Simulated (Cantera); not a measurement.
A perfectly stirred reactor is fed with CH₄ : CO : O₂ : N₂ = 1 : 0.55 : 1.75 : 6.58 (molar parts), equivalence ratio 1.3, at 1.00 bar; it is adiabatic with a 575 K inlet, and is followed from long to short residence time, starting on the burning branch (τ in s: 0.3, 0.12, 0.049, 0.02, 0.0081, 0.0033, 0.0013, 0.00054, 0.00022, 8.9e-05, 3.6e-05, 1.5e-05).

Detailed kinetics in Cantera: GRI-Mech 3.0 (53 species, 325 reactions).

What does this change do: pressure from 1.00 bar to 9.00 bar?


```tsv
quantity	before	after
blow-out, bracketed by the residence times tried	burning at 89.0 µs, out at 36.0 µs	burning at 36.0 µs, out at 15.0 µs
x(CH₄) at τ = 0.300 s	2.77e-6	2.83e-6
x(CO) at τ = 0.300 s	0.0752	0.0750
x(O₂) at τ = 0.300 s	0.000204	2.53e-5
x(CH₂) at τ = 0.300 s	1.05e-7	2.16e-8
x(HCO) at τ = 0.300 s	3.94e-8	7.94e-8
x(CH₄) at τ = 1.30 ms	8.26e-5	0.000129
x(CO) at τ = 1.30 ms	0.0777	0.0755
x(O₂) at τ = 1.30 ms	0.00345	0.000637
x(CH₂) at τ = 1.30 ms	4.16e-6	2.94e-6
x(HCO) at τ = 1.30 ms	2.00e-6	4.80e-7
```
